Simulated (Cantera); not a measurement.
A Cantera script and what it prints.

```python
import numpy as np
import cantera as ct

gas_names = """
    C CN C2 CCN CNC C2N2 C3 C4 C4N2 C5 N N2 Si SiC SiC2 SiN Si2 Si2C Si2N Si3
""".split()
cond_names = """
    C(gr) Si(cr) Si(L) SiC(b) Si3N4(a)
""".split()


# ... load() reads the species with a 1 bar reference pressure and builds the phases ...
atoms = {
    'Si3N4': {'Si': 3, 'N': 4},
    'C': {'C': 1},
    'N2': {'N': 2},
}
top_T = {'C(gr)': 4500, 'SiC(b)': 3050, 'Si3N4(a)': 2400}  # K; cautious upper limits of use, not melting points


# ... equilibrate(T, P, feed) seeds the gas with the atoms and calls Mixture.equilibrate('TP', solver="vcs", rtol=1e-11, max_steps=5000) ...
results = []
feed = {'Si3N4': 1, 'C': 0.033, 'N2': 1.8}  # mol
T = 2725  # K
P = 1333.22  # Pa
mix = equilibrate(T, P, feed)
results.append((T, P, feed, dict(zip(mix.species_names, mix.species_moles))))
print(gas.report(threshold=1e-05))
for i in range(1, mix.n_phases):
    print(f"{mix.phase(i).name:16s} {mix.phase_moles(i):12.5e} mol")
```

Output:

```
       temperature   2725 K
          pressure   1333.2 Pa
           density   0.00167 kg/m^3
  mean mol. weight   28.381 kg/kmol
   phase of matter   gas

                          1 kg             1 kmol
                     ---------------   ---------------
          enthalpy        9.4326e+06        2.6771e+08  J
   internal energy        8.6343e+06        2.4505e+08  J
           entropy             10076        2.8598e+05  J/K
    Gibbs function       -1.8026e+07       -5.1158e+08  J
 heat capacity c_p            1091.3             30972  J/K
 heat capacity c_v            798.34             22658  J/K

                      mass frac. Y      mole frac. X     chem. pot. / RT
                     ---------------   ---------------   ---------------
                 C        4.7334e-06        1.1184e-05           -6.4116
                CN        0.00017894        0.00019519           -22.872
                 N         6.347e-06         1.286e-05            -16.46
                N2           0.55533            0.5626            -32.92
                Si           0.42125           0.42569           -8.9112
               SiC        4.1163e-05        2.9136e-05           -15.323
              SiC2         0.0010106        0.00055044           -21.734
               SiN         0.0040378         0.0027225           -25.371
               Si2         0.0077795         0.0039307           -17.822
              Si2C         0.0085589         0.0035627           -24.234
              Si2N         0.0013251         0.0005359           -34.282
               Si3        0.00047602        0.00016035           -26.734
     [   +8 minor]        1.1516e-06        8.0286e-07

C(gr)             0.00000e+00 mol
Si(L)             0.00000e+00 mol
SiC(b)            0.00000e+00 mol
```

These are equilibrium values from Cantera (NASA tables, ideal gas, pure condensed phases), not measurements of a reactor. The tables' values for SiN are old estimates; treat these amounts as uncertain.
